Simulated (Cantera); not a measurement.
Mixture: 34.2 % CO, 1.37 % H₂, 9.37 % O₂, 55.1 % N₂, at 0.691 atm, adiabatic and at constant pressure. Ignition delay is the time to a rise of 400 K.

Detailed kinetics in Cantera: GRI-Mech 3.0 (53 species, 325 reactions). Where the delays flatten at high temperature, the 400 K rule measures the pace of heat release, not the induction time.

**Question.** Predict: delay at 1425 K; delay at 1500 K; delay at 1575 K; delay at 1650 K; delay at 1725 K.

**Answer.** 
```json
{
 "delay at 1425 K": "0.216 ms",
 "delay at 1500 K": "0.213 ms",
 "delay at 1575 K": "0.216 ms",
 "delay at 1650 K": "0.224 ms",
 "delay at 1725 K": "0.235 ms"
}
```
